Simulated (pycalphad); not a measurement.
CALPHAD calculation (pycalphad, COST 507 light-alloy database (1999)), 1 atm. These are 1990s assessments: newer ones move some temperatures and phases. Diffusion is slow at the low end, where real alloys seldom reach equilibrium.

Molar enthalpy of Ti-0.2966B (wt.%) in equilibrium (SER reference):

| T (°C) | H (kJ/mol) | phases |
|---|---|---|
| 2577 | 110.52 | liquid |
| 2377 | 101.30 | liquid |
| 2177 | 92.08 | liquid |
| 1977 | 82.86 | liquid |
| 1777 | 73.64 | liquid |
| 1677 | 69.03 | liquid |
| 1577 | 54.47 | bcc + liquid |
| 1477 | 46.54 | bcc + BM |
| 1377 | 43.11 | bcc + BM |
| 1177 | 36.61 | bcc + BM |
| 977 | 30.49 | bcc + BM |
| 777 | 20.08 | hcp + BM |
| 577 | 13.61 | hcp + BM |
| 377 | 7.52 | hcp + BM |

Cooling from 1677 °C to 1477 °C, across the freezing range, releases 22.5 kJ/mol, or 475 J/g. The slope is 46 J/(mol K) in the liquid and 34 J/(mol K) just below the solidus, where it includes any heat of precipitation. Liquidus 1640 °C, solidus 1541 °C. Changes were sought between steps of 100 K, so a narrower field can be missed.

Database names, with the compositions (at.%) that they take in these runs: BM: Ti 50 B 50.
